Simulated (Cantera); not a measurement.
An isothermal, constant-pressure homogeneous reactor starts with 20.6 % H2, 15.9 % O2, 63.5 % N2, equivalence ratio 0.65, at 1275 K and 255 Torr.

Detailed kinetics in Cantera: the H2/O2 subset of GRI-Mech 3.0, which has no nitrogen chemistry. The temperature is held fixed by assumption; the heat of reaction is taken as removed at once.

x: mole fraction; the columns are a selection and need not sum to one.

```
t (s)        x H2    x O2      x OH  x H2O   x H2O2
--------  -------  ------  --------  -----  -------
0.000700  0.00204  0.0622   0.00155  0.226  2.31e-6
0.00206       ___  0.0619       ___  0.230      ___
0.00606   2.13e-5  0.0619  0.000162  0.230  1.61e-7
0.0178    3.68e-6  0.0619   7.28e-5  0.230  4.39e-8
0.0524    8.97e-7  0.0619   3.75e-5  0.230  1.35e-8
0.154     2.76e-7  0.0619   2.11e-5  0.230  4.66e-9
0.454     1.17e-7  0.0619   1.35e-5  0.230  2.03e-9
1.34      8.89e-8  0.0619   1.15e-5  0.230  1.52e-9
3.93      8.81e-8  0.0619   1.15e-5  0.230  1.51e-9
11.6      8.81e-8  0.0619   1.15e-5  0.230  1.51e-9
34.0      8.81e-8  0.0619   1.15e-5  0.230  1.51e-9
100       8.81e-8  0.0619   1.15e-5  0.230  1.51e-9
```

### Question
What belongs in the gaps?

### Answer

- 0.00206, x H2: 0.000187
- 0.00206, x OH: 0.000443
- 0.00206, x H2O2: 6.49e-7
